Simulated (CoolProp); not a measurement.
Aqueous calcium chloride as a coolant, 18 % by mass, freezing at -15.1 °C, 1 atm.

Values from CoolProp's Melinder's fits for secondary coolants.

```tsv
T (°C)	conductivity (W/(m K))	cp (kJ/(kg K))	Prandtl number	viscosity (mPa s)
-9.6	0.534	3.115	23.0	3.94
-4	0.542	3.133	19.1	3.30
1.7	0.550	3.150	15.9	2.78
7.4	0.559	3.166	13.5	…
13.1	0.567	3.182	11.5	2.05
18.8	…	3.196	9.95	1.79
24.5	0.584	3.210	8.67	…
30.2	0.592	3.222	7.63	…
```

### Question
Some entries are withheld; supply them.

### Answer

- 7.4, viscosity (mPa s): 2.38
- 18.8, conductivity (W/(m K)): 0.575
- 24.5, viscosity (mPa s): 1.58
- 30.2, viscosity (mPa s): 1.40
